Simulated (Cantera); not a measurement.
Mixture: 15.3 % H2, 13.0 % O2, 71.6 % N2, at 5.00 bar, adiabatic and at constant pressure. Ignition delay is the time to a rise of 400 K.

Detailed kinetics in Cantera: GRI-Mech 3.0 (53 species, 325 reactions). The hydrogen kinetics of GRI-Mech 3.0 are dated; newer H2 mechanisms differ, most at raised pressure. Where the delays flatten at high temperature, the 400 K rule measures the pace of heat release, not the induction time.

Q: Predict: delay at 1150 K; delay at 1250 K; delay at 1350 K; delay at 1450 K; delay at 1550 K; delay at 1650 K; delay at 1750 K.

A: 
```
Quantity           Value
---------------  -------
delay at 1150 K  51.5 µs
delay at 1250 K  13.0 µs
delay at 1350 K  7.24 µs
delay at 1450 K  4.98 µs
delay at 1550 K  3.87 µs
delay at 1650 K  3.31 µs
delay at 1750 K  3.04 µs
```
